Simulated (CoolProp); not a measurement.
Values from CoolProp's reference Helmholtz-energy equation of state, Wagner 2002.

### Question
Give the vapour pressure (kPa), liquid density (kg/m³), enthalpy of vaporisation (kJ/kg), liquid cp (kJ/(kg K)) of saturated water at 531.7, 583.4 K.

### Answer
```tsv
T (K)	p (kPa)	liquid density (kg/m³)	enthalpy of vaporisation (kJ/kg)	liquid cp (kJ/(kg K))
531.7	4580	786	1670	4.97
583.4	9900	690	1320	6.09
```
